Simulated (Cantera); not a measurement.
**Carbothermic reduction: MgO + CH4 + CO**

A closed system holds: 1 mol MgO, 3.9 mol CH4, 0.53 mol CO, equilibrated at 0.0100 bar.

These are equilibrium values from Cantera (NASA tables, ideal gas, pure condensed phases), not measurements of a reactor. Candidate condensed phases: C, C6H6, C7H8, C8H18, H2O, Mg, MgCO3, MgO, Mg(OH)2; 116 gas species. The tables' values for MgH are old estimates; treat these amounts as uncertain. Equilibrium is a limit: real reactors are often held back by kinetics, nucleation or transport.

```json
[
 {"T (°C)": "1325", "log p H2": "-2.12", "log p CO": "-2.83", "log p Mg": "-3.01", "log p H": "-5.33", "n C(graphite)": "2.90"},
 {"T (°C)": "1375", "log p H2": "-2.12", "log p CO": "-2.83", "log p Mg": "-3.01", "log p H": "-5.11", "n C(graphite)": "2.90"},
 {"T (°C)": "1425", "log p H2": "-2.12", "log p CO": "-2.83", "log p Mg": "-3.01", "log p H": "-4.90", "n C(graphite)": "2.90"},
 {"T (°C)": "1475", "log p H2": "-2.12", "log p CO": "-2.83", "log p Mg": "-3.01", "log p H": "-4.70", "n C(graphite)": "2.90"},
 {"T (°C)": "1525", "log p H2": "-2.12", "log p CO": "-2.83", "log p Mg": "-3.02", "log p H": "-4.52", "n C(graphite)": "2.90"},
 {"T (°C)": "1575", "log p H2": "-2.12", "log p CO": "-2.83", "log p Mg": "-3.02", "log p H": "-4.34", "n C(graphite)": "2.90"},
 {"T (°C)": "1625", "log p H2": "-2.13", "log p CO": "-2.83", "log p Mg": "-3.02", "log p H": "-4.17", "n C(graphite)": "2.89"},
 {"T (°C)": "1675", "log p H2": "-2.13", "log p CO": "-2.83", "log p Mg": "-3.02", "log p H": "-4.01", "n C(graphite)": "2.89"},
 {"T (°C)": "1725", "log p H2": "-2.13", "log p CO": "-2.83", "log p Mg": "-3.02", "log p H": "-3.86", "n C(graphite)": "2.89"},
 {"T (°C)": "1775", "log p H2": "-2.13", "log p CO": "-2.83", "log p Mg": "-3.02", "log p H": "-3.72", "n C(graphite)": "2.88"},
 {"T (°C)": "1825", "log p H2": "-2.14", "log p CO": "-2.84", "log p Mg": "-3.02", "log p H": "-3.58", "n C(graphite)": "2.88"},
 {"T (°C)": "1875", "log p H2": "-2.14", "log p CO": "-2.84", "log p Mg": "-3.02", "log p H": "-3.45", "n C(graphite)": "2.87"},
 {"T (°C)": "1925", "log p H2": "-2.15", "log p CO": "-2.84", "log p Mg": "-3.03", "log p H": "-3.33", "n C(graphite)": "2.86"},
 {"T (°C)": "1975", "log p H2": "-2.16", "log p CO": "-2.84", "log p Mg": "-3.03", "log p H": "-3.21", "n C(graphite)": "2.85"}
]
```
log p: log10 of the partial pressure in bar; n: condensed amount in mol.

From 1325 °C to 1975 °C the condensed part is C(graphite). The main Mg-bearing gas is Mg throughout.
